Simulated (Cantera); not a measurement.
Input (Python, Cantera) and output of one run.

```python
import numpy as np
import cantera as ct

gas_names = """
    H HNO HNO2 HNO3 HO2 H2 H2O H2O2 N NH NH2 NH3 NH2OH NO NO2 NO3 N2 N2H2 N2H4 N2O O OH O2 O3 Zr ZrN ZrO
    ZrO2
""".split()
cond_names = """
    H2O(s) H2O(L) Zr(a) Zr(b) Zr(L) ZrN(s) ZrN(L) ZrO2(a) ZrO2(b) ZrO2(L)
""".split()


def load(file, names, dense=False):
    # The tables refer to 1 bar. Condensed volumes are neglected.
    table = {s.name: s for s in ct.Species.list_from_file(file)}
    out = []
    for n in names:
        d = dict(table[n].input_data)
        d["thermo"] = dict(d["thermo"], **{"reference-pressure": 1e5})
        if dense:
            d["equation-of-state"] = {"model": "constant-volume", "density": "1e6 g/cm^3"}
        out.append(ct.Species.from_dict(d))
    return out


gas = ct.Solution(thermo="ideal-gas", species=load("nasa_gas.yaml", gas_names))
cond = {s.name: ct.Solution(thermo="fixed-stoichiometry", species=[s], name=s.name)
        for s in load("nasa_condensed.yaml", cond_names, dense=True)}
atoms = {
    'Zr': {'Zr': 1},
    'H2O': {'H': 2, 'O': 1},
    'H2': {'H': 2},
    'NH3': {'N': 1, 'H': 3},
}
top_T = {}  # K; cautious upper limits of use, not melting points


def equilibrate(T, P, feed):
    n = {}
    for name, mol in feed.items():
        for a, k in atoms[name].items():
            n[a] = n.get(a, 0.0) + k * mol
    gas.TPX = T, P, n
    mass = sum(n.values()) * gas.mean_molecular_weight
    gas.equilibrate("TP")
    valid = [c for c in cond.values() if c.min_temp <= T <= top_T.get(c.name, c.max_temp)]
    mix = ct.Mixture([(gas, mass / gas.mean_molecular_weight)] + [(c, 0.0) for c in valid])
    mix.T, mix.P = T, P
    mix.equilibrate("TP", solver="vcs", rtol=1e-11, max_steps=5000)
    return mix


results = []
feed = {'Zr': 1, 'H2O': 0.53, 'H2': 20, 'NH3': 0.3}  # mol
P = 133.322  # Pa
for T in [2073, 2148, 2223, 2298, 2373, 2448, 2523, 2598, 2673, 2748, 2823]:
    mix = equilibrate(T, P, feed)
    results.append((T, P, feed, dict(zip(mix.species_names, mix.species_moles))))
    x = sorted(zip(gas.X, gas.species_names), reverse=True)
    print(f"T = {T:g} K  P = {P:g} Pa  gas = {mix.phase_moles(0):.4g} mol")
    print("   x: " + "  ".join(f"{s} {v:.3e}" for v, s in x if v > 1e-05))
    print("   condensed (mol): " + ("  ".join(f"{mix.phase(i).name} {mix.phase_moles(i):.4g}"
          for i in range(1, mix.n_phases) if mix.phase_moles(i) > 1e-12) or "none"))
```

Output:

```
T = 2073 K  P = 133.322 Pa  gas = 21.74 mol
   x: H2 9.304e-01  H 6.948e-02  ZrO 1.422e-04
   condensed (mol): Zr(b) 0.4334  ZrN(s) 0.3  ZrO2(b) 0.2634
T = 2148 K  P = 133.322 Pa  gas = 22.19 mol
   x: H2 8.917e-01  H 1.078e-01  ZrO 4.877e-04  Zr 2.196e-05
   condensed (mol): Zr(L) 0.4293  ZrN(s) 0.2998  ZrO2(b) 0.2595
T = 2223 K  P = 133.322 Pa  gas = 22.85 mol
   x: H2 8.378e-01  H 1.606e-01  ZrO 1.514e-03  Zr 6.561e-05  N2 1.899e-05
   condensed (mol): Zr(L) 0.4171  ZrN(s) 0.2991  ZrO2(b) 0.2476
T = 2298 K  P = 133.322 Pa  gas = 23.82 mol
   x: H2 7.658e-01  H 2.295e-01  ZrO 4.357e-03  Zr 1.822e-04  N2 7.182e-05  ZrO2 1.026e-05
   condensed (mol): Zr(L) 0.3823  ZrN(s) 0.2966  ZrO2(b) 0.2127
T = 2373 K  P = 133.322 Pa  gas = 25.26 mol
   x: H2 6.736e-01  H 3.139e-01  ZrO 1.170e-02  Zr 4.737e-04  N2 2.496e-04  ZrO2 3.662e-05  H2O 1.171e-05
   condensed (mol): Zr(L) 0.288  ZrN(s) 0.2874  ZrO2(b) 0.1161
T = 2448 K  P = 133.322 Pa  gas = 27.14 mol
   x: H2 5.678e-01  H 4.108e-01  ZrO 1.941e-02  Zr 1.160e-03  N2 8.034e-04  ZrO2 5.220e-05  H2O 1.034e-05
   condensed (mol): Zr(L) 0.1839  ZrN(s) 0.2564
T = 2523 K  P = 133.322 Pa  gas = 29.2 mol
   x: H 5.164e-01  H2 4.603e-01  ZrO 1.810e-02  Zr 2.690e-03  N2 2.410e-03  ZrO2 2.447e-05
   condensed (mol): Zr(L) 0.2331  ZrN(s) 0.1592
T = 2598 K  P = 133.322 Pa  gas = 31.65 mol
   x: H 6.195e-01  H2 3.530e-01  ZrO 1.672e-02  Zr 5.936e-03  N2 4.738e-03  ZrO2 1.170e-05
   condensed (mol): Zr(L) 0.2826
T = 2673 K  P = 133.322 Pa  gas = 34.27 mol
   x: H 7.111e-01  H2 2.566e-01  ZrO 1.545e-02  Zr 1.252e-02  N2 4.375e-03
   condensed (mol): Zr(L) 0.04135
T = 2748 K  P = 133.322 Pa  gas = 36.54 mol
   x: H 7.887e-01  H2 1.798e-01  ZrO 1.449e-02  Zr 1.287e-02  N2 4.103e-03
   condensed (mol): none
T = 2823 K  P = 133.322 Pa  gas = 38.42 mol
   x: H 8.481e-01  H2 1.220e-01  ZrO 1.377e-02  Zr 1.225e-02  N2 3.900e-03
   condensed (mol): none
```

These are equilibrium values from Cantera (NASA tables, ideal gas, pure condensed phases), not measurements of a reactor. Mutual solubility and eutectic melting of coexisting phases are not modelled. ZrN: taken at fixed stoichiometry. Condensed phases not in the tables: solid solutions among these carbides, nitrides and lower oxides, N, O or C dissolved in the metal.
